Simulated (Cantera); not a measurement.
Charge: 1 mol SiHCl₃, 0.22 mol C₂H₄, 21 mol H₂, held at 0.130 bar.

Cantera equilibrium calculation (NASA polynomials, part measured and part estimated; ideal gas, pure solids and liquids). Candidate condensed phases: C, C₆H₆, C₇H₈, C₈H₁₈, Si, SiC; 109 gas species. Mutual solubility and eutectic melting of coexisting phases are not modelled. Gases not in the tables: Si₂H₆ and higher silanes. The numbers say what is thermodynamically allowed, not how fast it happens.

Task: Which condensed phases are stable at each of these points (T (K)): 1448, 1498, 1548, 1598, 1648, 1698, 1748, 1798, 1848, 1898, 1948, 1998?

Result: 
```tsv
T (K)	condensed phases	Si condensed (%)
1448	Si(s) + SiC(s)	44.5
1498	SiC(s)	44.0
1548	SiC(s)	44.0
1598	SiC(s)	44.0
1648	SiC(s)	44.0
1698	SiC(s)	44.0
1748	SiC(s)	44.0
1798	Si(l) + SiC(s)	45.4
1848	Si(l) + SiC(s)	46.9
1898	Si(l) + SiC(s)	48.3
1948	Si(l) + SiC(s)	49.5
1998	Si(l) + SiC(s)	50.3
```

At 1448 K the condensed part is Si(s) + SiC(s). From 1498 K to 1748 K the condensed part is SiC(s). From 1798 K to 1998 K the condensed part is Si(l) + SiC(s).
